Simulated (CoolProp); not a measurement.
Properties of ethanol along the isobar 0.618 MPa.

The numbers come from the reference Helmholtz-energy equation of state, Schroeder 2014 in CoolProp.

```tsv
T (K)	phase	cp (kJ/(kg K))	expansivity (1/kK)	conductivity (mW/(m K))
372.3	liquid	3.161	1.531	151
387.9	liquid	3.354	1.735	149
403.6	liquid	3.564	2.013	146
419.2	gas	2.182	3.641	29.5
434.9	gas	2.162	3.252	31.3
450.5	gas	2.159	2.959	33.1
466.2	gas	2.167	2.728	35.0
481.8	gas	2.182	2.542	36.8
497.4	gas	2.203	2.388	38.8
513.1	gas	2.228	2.257	40.7
528.7	gas	2.256	2.146	42.7
544.4	gas	2.285	2.048	44.7
```

Thermal conductivity comes from a separate model (Assael 2013).
